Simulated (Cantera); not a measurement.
Moist CO burnout

An isothermal, constant-pressure homogeneous reactor starts with 0.134 % CO, 0.783 % O2, 3.63 % H2O, 95.5 % N2, equivalence ratio 0.085, at 1175 K and 113 Torr.

Detailed kinetics in Cantera: GRI-Mech 3.0 (53 species, 325 reactions).

```tsv
t (s)	x CO	x O2	x H2O	x HO2	x NO	x H2
6.00e-5	0.00134	0.00783	0.0363	<1e-12	<1e-12	<1e-12
0.000214	0.00134	0.00783	0.0363	1.99e-12	<1e-12	<1e-12
0.000763	0.00134	0.00783	0.0363	7.12e-12	<1e-12	<1e-12
0.00272	0.00134	0.00783	0.0363	2.76e-11	<1e-12	2.36e-11
0.00971	0.00134	0.00783	0.0363	2.65e-10	<1e-12	1.50e-9
0.0346	0.00129	0.00780	0.0362	3.14e-7	2.16e-12	1.32e-5
0.124	3.18e-5	0.00719	0.0362	3.21e-7	9.93e-9	6.80e-5
0.441	7.51e-7	0.00716	0.0363	3.74e-8	1.07e-8	3.62e-6
1.57	3.78e-8	0.00716	0.0363	4.86e-9	1.08e-8	4.20e-7
5.61	4.74e-9	0.00716	0.0363	1.02e-9	1.08e-8	8.21e-8
20.0	1.11e-9	0.00716	0.0363	3.82e-10	1.09e-8	2.19e-8
```
x: mole fraction; the columns are a selection and need not sum to one.

Equilibrium at this temperature and pressure: CO 3.93e-10, O2 0.00715, H2O 0.0363, HO2 3.00e-10, NO 3.29e-5, H2 8.34e-9 (gas phase only).
